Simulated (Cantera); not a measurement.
A Cantera script and what it prints.

```python
import numpy as np
import cantera as ct

gas_names = """
    O O2 O3 S SO SO2 SO3 S2 S2O S8
""".split()
cond_names = """
    S(cr1) S(cr2) S(L)
""".split()


# ... load() reads the species with a 1 bar reference pressure and builds the phases ...
atoms = {
    'SO2': {'S': 1, 'O': 2},
    'O2': {'O': 2},
}
top_T = {}  # K; cautious upper limits of use, not melting points


# ... equilibrate(T, P, feed) seeds the gas with the atoms and calls Mixture.equilibrate('TP', solver="vcs", rtol=1e-11, max_steps=5000) ...
results = []
feed = {'SO2': 1, 'O2': 0.053}  # mol
T = 1048  # K
P = 43  # Pa
mix = equilibrate(T, P, feed)
results.append((T, P, feed, dict(zip(mix.species_names, mix.species_moles))))
x = sorted(zip(gas.X, gas.species_names), reverse=True)
print(f"T = {T:g} K  P = {P:g} Pa  gas = {mix.phase_moles(0):.4g} mol")
print("   x: " + "  ".join(f"{s} {v:.3e}" for v, s in x if v > 0.0001))
print("   condensed (mol): " + ("  ".join(f"{mix.phase(i).name} {mix.phase_moles(i):.4g}"
      for i in range(1, mix.n_phases) if mix.phase_moles(i) > 1e-12) or "none"))
```

Result:

```
T = 1048 K  P = 43 Pa  gas = 1.051 mol
   x: SO2 9.473e-01  O2 4.817e-02  SO3 4.550e-03
   condensed (mol): none
```

Equilibrium computed with Cantera from the NASA thermochemical tables; the gas is ideal and each condensed phase is pure.
